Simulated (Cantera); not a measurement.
A perfectly stirred reactor is fed with CH₄ : CO₂ = 1 : 0.35 (molar parts), at 500000 Pa; it is held at 1850 K, and followed from long to short residence time.

Computed with Cantera and GRI-Mech 3.0 (53 species, 325 reactions). GRI-Mech 3.0 stops at C3 and has no aromatics, soot or wall deposition, so with more carbon than oxygen in the feed, carbon stays in small species such as C2H2 where larger ones or solid carbon would form.

x: mole fraction; the columns are a selection and need not sum to one.

```json
[
 {"τ (s)": "2.1", "x CH₄": "0.0306", "x CO₂": "0.000456", "x CH₂": "___", "x HO₂": "<1e-12", "x C₂H₆": "1.60e-5"},
 {"τ (s)": "0.57", "x CH₄": "0.0330", "x CO₂": "0.00152", "x CH₂": "___", "x HO₂": "<1e-12", "x C₂H₆": "1.78e-5"},
 {"τ (s)": "0.15", "x CH₄": "0.0403", "x CO₂": "0.00451", "x CH₂": "___", "x HO₂": "<1e-12", "x C₂H₆": "2.43e-5"},
 {"τ (s)": "0.041", "x CH₄": "0.0572", "x CO₂": "0.0110", "x CH₂": "___", "x HO₂": "<1e-12", "x C₂H₆": "4.48e-5"},
 {"τ (s)": "0.011", "x CH₄": "0.0939", "x CO₂": "0.0263", "x CH₂": "___", "x HO₂": "<1e-12", "x C₂H₆": "0.000116"},
 {"τ (s)": "0.0030", "x CH₄": "0.167", "x CO₂": "0.0663", "x CH₂": "___", "x HO₂": "<1e-12", "x C₂H₆": "0.000353"},
 {"τ (s)": "0.00081", "x CH₄": "0.298", "x CO₂": "0.140", "x CH₂": "___", "x HO₂": "<1e-12", "x C₂H₆": "0.00106"},
 {"τ (s)": "0.00022", "x CH₄": "0.466", "x CO₂": "0.206", "x CH₂": "___", "x HO₂": "<1e-12", "x C₂H₆": "0.00266"}
]
```

**Question.** Some entries are withheld; supply them.

**Answer.** 
- 2.1, x CH₂: 7.49e-8
- 0.57, x CH₂: 8.88e-8
- 0.15, x CH₂: 1.30e-7
- 0.041, x CH₂: 2.16e-7
- 0.011, x CH₂: 3.48e-7
- 0.0030, x CH₂: 4.84e-7
- 0.00081, x CH₂: 6.34e-7
- 0.00022, x CH₂: 8.79e-7
